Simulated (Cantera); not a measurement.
An isothermal, constant-pressure homogeneous reactor starts with 5.88 % C2H4, 94.1 % H2, at 1700 K and 20.0 Torr.

Model: GRI-Mech 3.0 (53 species, 325 reactions), integrated in Cantera. GRI-Mech 3.0 was tuned for natural gas; its chemistry of ethylene as a main component is partial and can be far from experiment. GRI-Mech 3.0 stops at C3 and has no aromatics, soot or wall deposition, so with more carbon than oxygen in the feed, carbon stays in small species such as C2H2 where larger ones or solid carbon would form. Radical loss at walls, strong at low pressure, is not modelled.

Problem. Predict: x(C2H4) at 4.00 s; x(H2) at 4.00 s; x(CH3) at 4.00 s; x(H) at 4.00 s; x(CH4) at 4.00 s.

Solution. 
| Property | Result |
|---|---|
| x(C2H4) at 4.00 s | 6.73e-5 (gas-phase equilibrium 6.70e-5) |
| x(H2) at 4.00 s | 0.943 (gas-phase equilibrium 0.943) |
| x(CH3) at 4.00 s | 3.09e-6 (gas-phase equilibrium 1.38e-5) |
| x(H) at 4.00 s | 0.000884 (gas-phase equilibrium 0.000883) |
| x(CH4) at 4.00 s | 0.000163 (gas-phase equilibrium 0.000727) |
